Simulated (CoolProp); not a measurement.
Vapour-liquid equilibrium of CHF3 (R23) (1) + CH2F2 (R32) (2) at 1.97 bar; x and y are mole fractions of (1).

Model: multi-fluid Helmholtz-energy mixture model, Penoncello 2003 and Tillner-Roth 1997; pair parameters Bell 2016, in CoolProp.

Question: Give the bubble temperature and the first vapour's composition at x = 0.2, 0.65, 0.95. Is there an azeotrope?

Answer: x = 0.2: 224.7 K, y = 0.502; x = 0.65: 210.2 K, y = 0.892; x = 0.95: 204.3 K, y = 0.988. No azeotrope shows between x = 0.05 and 0.95.

Pair parameters are fitted to limited data, so mixtures are less certain than the pure fluids.
